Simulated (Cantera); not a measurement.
A Cantera script and what it prints.

```python
import numpy as np
import cantera as ct

gas_names = """
    B BH BH2 BH3 BN B2 H H2 N NH NH2 NH3 N2 N2H2 N2H4
""".split()
cond_names = """
    B(b) B(L) BN(s)
""".split()


def load(file, names, dense=False):
    # The tables refer to 1 bar. Condensed volumes are neglected.
    table = {s.name: s for s in ct.Species.list_from_file(file)}
    out = []
    for n in names:
        d = dict(table[n].input_data)
        d["thermo"] = dict(d["thermo"], **{"reference-pressure": 1e5})
        if dense:
            d["equation-of-state"] = {"model": "constant-volume", "density": "1e6 g/cm^3"}
        out.append(ct.Species.from_dict(d))
    return out


gas = ct.Solution(thermo="ideal-gas", species=load("nasa_gas.yaml", gas_names))
cond = {s.name: ct.Solution(thermo="fixed-stoichiometry", species=[s], name=s.name)
        for s in load("nasa_condensed.yaml", cond_names, dense=True)}
atoms = {
    'borazine': {'B': 3, 'N': 3, 'H': 6},
    'H2': {'H': 2},
}
top_T = {'BN(s)': 3200}  # K; cautious upper limits of use, not melting points


def equilibrate(T, P, feed):
    n = {}
    for name, mol in feed.items():
        for a, k in atoms[name].items():
            n[a] = n.get(a, 0.0) + k * mol
    gas.TPX = T, P, n
    mass = sum(n.values()) * gas.mean_molecular_weight
    gas.equilibrate("TP")
    valid = [c for c in cond.values() if c.min_temp <= T <= top_T.get(c.name, c.max_temp)]
    mix = ct.Mixture([(gas, mass / gas.mean_molecular_weight)] + [(c, 0.0) for c in valid])
    mix.T, mix.P = T, P
    mix.equilibrate("TP", solver="vcs", rtol=1e-11, max_steps=5000)
    return mix


results = []
feed = {'borazine': 1, 'H2': 40}  # mol
P = 13332.2  # Pa
for T in [1000, 1100, 1200, 1300, 1400, 1500, 1600, 1700, 1800, 1900]:
    mix = equilibrate(T, P, feed)
    results.append((T, P, feed, dict(zip(mix.species_names, mix.species_moles))))
    x = sorted(zip(gas.X, gas.species_names), reverse=True)
    print(f"T = {T:g} K  P = {P:g} Pa  gas = {mix.phase_moles(0):.4g} mol")
    print("   x: " + "  ".join(f"{s} {v:.3e}" for v, s in x if v > 0.0001))
    print("   condensed (mol): " + ("  ".join(f"{mix.phase(i).name} {mix.phase_moles(i):.4g}"
          for i in range(1, mix.n_phases) if mix.phase_moles(i) > 1e-12) or "none"))
```

It prints:

```
T = 1000 K  P = 13332.2 Pa  gas = 43 mol
   x: H2 1.000e+00
   condensed (mol): BN(s) 3
T = 1100 K  P = 13332.2 Pa  gas = 43 mol
   x: H2 1.000e+00
   condensed (mol): BN(s) 3
T = 1200 K  P = 13332.2 Pa  gas = 43 mol
   x: H2 1.000e+00
   condensed (mol): BN(s) 3
T = 1300 K  P = 13332.2 Pa  gas = 43 mol
   x: H2 1.000e+00
   condensed (mol): BN(s) 3
T = 1400 K  P = 13332.2 Pa  gas = 43 mol
   x: H2 1.000e+00
   condensed (mol): BN(s) 3
T = 1500 K  P = 13332.2 Pa  gas = 43 mol
   x: H2 9.999e-01
   condensed (mol): BN(s) 3
T = 1600 K  P = 13332.2 Pa  gas = 43 mol
   x: H2 9.998e-01  H 1.489e-04
   condensed (mol): BN(s) 3
T = 1700 K  P = 13332.2 Pa  gas = 43.01 mol
   x: H2 9.995e-01  H 4.035e-04
   condensed (mol): BN(s) 2.999
T = 1800 K  P = 13332.2 Pa  gas = 43.02 mol
   x: H2 9.989e-01  H 9.800e-04  BH2 1.007e-04
   condensed (mol): BN(s) 2.995
T = 1900 K  P = 13332.2 Pa  gas = 43.05 mol
   x: H2 9.974e-01  H 2.170e-03  BH2 2.548e-04  N2 1.833e-04
   condensed (mol): B(b) 0.004374  BN(s) 2.984
```

Method: chemical equilibrium by Gibbs-energy minimisation in Cantera with the NASA 1993 tables (ideal gas, pure condensed phases). The feed counts by its element totals alone. Mutual solubility and eutectic melting of coexisting phases are not modelled. The tables' values for BH2 are old estimates; treat these amounts as uncertain.
